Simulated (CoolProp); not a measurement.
A Linde-Hampson liquefier for normal hydrogen: isothermal reversible compression at 230 K from 1 atm to 10 MPa, throttling to 1 atm, return gas leaving the recuperator 2 K below the feed. Each further row changes one setting.

Model: reference Helmholtz-energy equation of state, Leachman 2009, in CoolProp.

```csv
case,compression work (kJ/kg of gas)
as stated,4420
high pressure 20 MPa,5150
warm-end temperature 260 K,4990
warm-end gap 7 K,4420
```
